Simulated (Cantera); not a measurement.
An isothermal, constant-pressure homogeneous reactor starts with N2O : H2 : N2 = 1 : 0.0032 : 1.7 (molar parts), at 1600 K and 750 Torr. Integrator tolerance rtol = 1e-08.

Cantera simulation using GRI-Mech 3.0 (53 species, 325 reactions); the numbers are that mechanism's predictions, not measurements. GRI-Mech 3.0 was tuned for natural gas; its chemistry of N2O as a main component is partial and can be far from experiment. The temperature is held fixed by assumption; the heat of reaction is taken as removed at once.

**Question.** What does this change do: temperature 1600 to 1000 K?

**Answer.** 
```tsv
quantity	before	after
x(N2O) at 1.00 s	2.00e-6 (gas-phase equilibrium 1.07e-7)	0.366 (gas-phase equilibrium 2.38e-9)
x(H2) at 1.00 s	1.93e-8 (gas-phase equilibrium 1.68e-8)	6.15e-6 (gas-phase equilibrium <1e-12)
x(N2) at 1.00 s	0.807 (gas-phase equilibrium 0.842)	0.632 (gas-phase equilibrium 0.843)
x(H2O2) at 1.00 s	1.23e-10 (gas-phase equilibrium 1.40e-10)	5.19e-10 (gas-phase equilibrium 1.11e-12)
x(NO2) at 1.00 s	0.000222 (gas-phase equilibrium 5.95e-6)	1.73e-5 (gas-phase equilibrium 1.29e-6)
```
The mechanism lacks the step 2 NO + O2 → 2 NO2, which can matter for NO2 below about 1400 K.

**Question.** What does this change do: temperature 1600 to 1050 K?

**Answer.** 
```json
[
 {"quantity": "x(N2O) at 1.00 s", "before": "2.00e-6 (gas-phase equilibrium 1.07e-7)", "after": "0.359 (gas-phase equilibrium 3.83e-9)"},
 {"quantity": "x(H2) at 1.00 s", "before": "1.93e-8 (gas-phase equilibrium 1.68e-8)", "after": "3.75e-8 (gas-phase equilibrium <1e-12)"},
 {"quantity": "x(N2) at 1.00 s", "before": "0.807 (gas-phase equilibrium 0.842)", "after": "0.635 (gas-phase equilibrium 0.843)"},
 {"quantity": "x(H2O2) at 1.00 s", "before": "1.23e-10 (gas-phase equilibrium 1.40e-10)", "after": "6.57e-10 (gas-phase equilibrium 2.04e-12)"},
 {"quantity": "x(NO2) at 1.00 s", "before": "0.000222 (gas-phase equilibrium 5.95e-6)", "after": "3.30e-5 (gas-phase equilibrium 1.57e-6)"}
]
```
The mechanism lacks the step 2 NO + O2 → 2 NO2, which can matter for NO2 below about 1400 K.
